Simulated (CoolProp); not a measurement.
Vapour-liquid equilibrium of isohexane (1) + ethanol (2) at 378.4 K; x and y are mole fractions of (1).

Values from CoolProp's multi-fluid Helmholtz-energy mixture model, Lemmon 2006 and Schroeder 2014; pair parameters Bell 2016.

| x | bubble pressure (MPa) | y at the bubble point | dew pressure at overall composition x (MPa) | liquid density (mol/L) |
|---|---|---|---|---|
| 0.05 | 0.3339 | 0.223 | 0.2803 | 14.48 |
| 0.2 | 0.4373 | 0.458 | 0.3256 | 12.24 |
| 0.35 | 0.4684 | 0.526 | 0.3852 | 10.52 |
| 0.5 | 0.4768 | 0.559 | 0.4575 | 9.183 |
| 0.65 | 0.4764 | 0.596 | 0.4647 | 8.156 |
| 0.8 | 0.4589 | 0.670 | 0.4145 | 7.366 |
| 0.95 | 0.3930 | 0.863 | 0.3652 | 6.757 |

y crosses x between x = 0.5 and 0.65: the model has an azeotrope there.

The pair parameters rest on a limited set of measurements; away from them the model extrapolates. With so large a gap from Raoult's law the liquid may split in two, which this calculation doesn't test in full.
